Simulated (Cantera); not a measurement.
Input (Python, Cantera) and output of one run.

```python
import numpy as np
import cantera as ct

gas_names = """
    C CH CH2 CH3 CH2OH CH3O CH4 CH3OH CO CO2 COOH C2 C2H CHCO,ketyl C2H2,acetylene C2H2,vinylidene
    CH2CO,ketene C2H3,vinyl CH3CO,acetyl C2H4 C2H4O,ethylen CH3CHO,ethanal CH3COOH (HCOOH)2 C2H5 C2H6
    CH3OCH3 C2H5OH C2O C3 C3H3,propargyl C3H4,allene C3H4,propyne C3H4,cyclo- C3H5,allyl C3H6,propylene
    C3H6,cyclo- C3H6O C3H7,n-propyl C3H7,i-propyl C3H8 C3H8O,1propanol C3H8O,2propanol C3O2 C4 C4H2
    C4H4,1,3-cyclo- C4H6,butadiene C4H6,2-butyne C4H6,cyclo- C4H8,1-butene C4H8,cis2-buten
    C4H8,tr2-butene C4H8,isobutene C4H8,cyclo- (CH3COOH)2 C4H9,n-butyl C4H9,i-butyl C4H9,s-butyl
    C4H9,t-butyl C4H10,isobutane C4H10,n-butane C5 C5H6,1,3cyclo- C5H8,cyclo- C5H10,1-pentene
    C5H10,cyclo- C5H11,pentyl C5H11,t-pentyl C5H12,n-pentane C5H12,i-pentane CH3C(CH3)2CH3 C6H2
    C6H5,phenyl C6H5O,phenoxy C6H6 C6H5OH,phenol C6H10,cyclo- C6H12,1-hexene C6H12,cyclo- C6H13,n-hexyl
    C7H7,benzyl C7H8 C7H8O,cresol C7H14,1-heptene C7H15,n-heptyl C7H16,n-heptane C8H8,styrene
    C8H10,ethylbenz C8H16,1-octene C8H17,n-octyl C8H18,isooctane C8H18,n-octane C9H19,n-nonyl
    C10H8,naphthale C10H21,n-decyl C12H9,o-bipheny C12H10,bipheny Fe FeC5O5 FeO Fe(OH)2 H HCO HO2 H2
    HCHO,formaldehy HCOOH H2O H2O2 O OH O2 O3
""".split()
cond_names = """
    C(gr) C6H6(L) C7H8(L) C8H18(L),n-octa Fe(a) Fe(c) Fe(d) Fe(L) FeC5O5(L) FeO(s) FeO(L) Fe(OH)2(s)
    Fe(OH)3(s) Fe2O3(s) Fe3O4(s) H2O(s) H2O(L)
""".split()


def load(file, names, dense=False):
    # The tables refer to 1 bar. Condensed volumes are neglected.
    table = {s.name: s for s in ct.Species.list_from_file(file)}
    out = []
    for n in names:
        d = dict(table[n].input_data)
        d["thermo"] = dict(d["thermo"], **{"reference-pressure": 1e5})
        if dense:
            d["equation-of-state"] = {"model": "constant-volume", "density": "1e6 g/cm^3"}
        out.append(ct.Species.from_dict(d))
    return out


gas = ct.Solution(thermo="ideal-gas", species=load("nasa_gas.yaml", gas_names))
cond = {s.name: ct.Solution(thermo="fixed-stoichiometry", species=[s], name=s.name)
        for s in load("nasa_condensed.yaml", cond_names, dense=True)}
atoms = {
    'Fe(CO)5': {'Fe': 1, 'C': 5, 'O': 5},
    'CO': {'C': 1, 'O': 1},
    'H2': {'H': 2},
}
top_T = {'C(gr)': 4500, 'Fe2O3(s)': 1830, 'Fe3O4(s)': 1870}  # K; cautious upper limits of use, not melting points


def equilibrate(T, P, feed):
    n = {}
    for name, mol in feed.items():
        for a, k in atoms[name].items():
            n[a] = n.get(a, 0.0) + k * mol
    gas.TPX = T, P, n
    mass = sum(n.values()) * gas.mean_molecular_weight
    gas.equilibrate("TP")
    valid = [c for c in cond.values() if c.min_temp <= T <= top_T.get(c.name, c.max_temp)]
    mix = ct.Mixture([(gas, mass / gas.mean_molecular_weight)] + [(c, 0.0) for c in valid])
    mix.T, mix.P = T, P
    mix.equilibrate("TP", solver="vcs", rtol=1e-11, max_steps=5000)
    return mix


results = []
T = 1048  # K
P = 14000  # Pa
for m in [0.35, 0.5, 0.7, 1, 1.4, 2, 2.9, 4.1]:
    feed = {'Fe(CO)5': 1, 'CO': m, 'H2': 30}  # mol
    mix = equilibrate(T, P, feed)
    results.append((T, P, feed, dict(zip(mix.species_names, mix.species_moles))))
    x = sorted(zip(gas.X, gas.species_names), reverse=True)
    print(f"T = {T:g} K  P = {P:g} Pa  n(CO) = {m:g} mol  gas = {mix.phase_moles(0):.4g} mol")
    print("   x: " + "  ".join(f"{s} {v:.3e}" for v, s in x if v > 0.001))
    print("   condensed (mol): " + ("  ".join(f"{mix.phase(i).name} {mix.phase_moles(i):.4g}"
          for i in range(1, mix.n_phases) if mix.phase_moles(i) > 1e-12) or "none"))
```

It prints:

```
T = 1048 K  P = 14000 Pa  n(CO) = 0.35 mol  gas = 35.02 mol
   x: H2 8.433e-01  CO 1.472e-01  CH4 4.774e-03  H2O 3.955e-03
   condensed (mol): Fe(a) 1
T = 1048 K  P = 14000 Pa  n(CO) = 0.5 mol  gas = 35.16 mol
   x: H2 8.396e-01  CO 1.508e-01  CH4 4.812e-03  H2O 3.967e-03
   condensed (mol): Fe(a) 1
T = 1048 K  P = 14000 Pa  n(CO) = 0.7 mol  gas = 35.36 mol
   x: H2 8.348e-01  CO 1.555e-01  CH4 4.861e-03  H2O 3.981e-03
   condensed (mol): Fe(a) 1
T = 1048 K  P = 14000 Pa  n(CO) = 1 mol  gas = 35.65 mol
   x: H2 8.277e-01  CO 1.624e-01  CH4 4.929e-03  H2O 3.998e-03
   condensed (mol): Fe(a) 1
T = 1048 K  P = 14000 Pa  n(CO) = 1.4 mol  gas = 36.04 mol
   x: H2 8.184e-01  CO 1.716e-01  CH4 5.013e-03  H2O 4.014e-03
   condensed (mol): Fe(a) 1
T = 1048 K  P = 14000 Pa  n(CO) = 2 mol  gas = 36.62 mol
   x: H2 8.048e-01  CO 1.849e-01  CH4 5.123e-03  H2O 4.026e-03  CO2 1.098e-03
   condensed (mol): Fe(a) 1
T = 1048 K  P = 14000 Pa  n(CO) = 2.9 mol  gas = 37.51 mol
   x: H2 7.856e-01  CO 2.039e-01  CH4 5.045e-03  H2O 4.192e-03  CO2 1.291e-03
   condensed (mol): C(gr) 0.01644  Fe(a) 1
T = 1048 K  P = 14000 Pa  n(CO) = 4.1 mol  gas = 38.68 mol
   x: H2 7.616e-01  CO 2.275e-01  CH4 4.741e-03  H2O 4.536e-03  CO2 1.608e-03
   condensed (mol): C(gr) 0.05424  Fe(a) 1
```

Equilibrium computed with Cantera from the NASA thermochemical tables; the gas is ideal and each condensed phase is pure. Condensed phases not in the tables: cementite and carbon dissolved in iron.
